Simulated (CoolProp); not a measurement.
A Linde-Hampson liquefier for methane: isothermal reversible compression at 250 K from 1 atm to 40 MPa, throttling to 1 atm, return gas leaving the recuperator 5 K below the feed. Each further row changes one setting.

The numbers come from the reference Helmholtz-energy equation of state, Setzmann 1991 in CoolProp.

```tsv
case	liquid yield per pass	compression work (kJ/kg of gas)
as stated	0.347	688
high pressure 80 MPa	0.299	809
warm-end temperature 280 K	0.278	803
warm-end gap 10 K	0.338	688
```
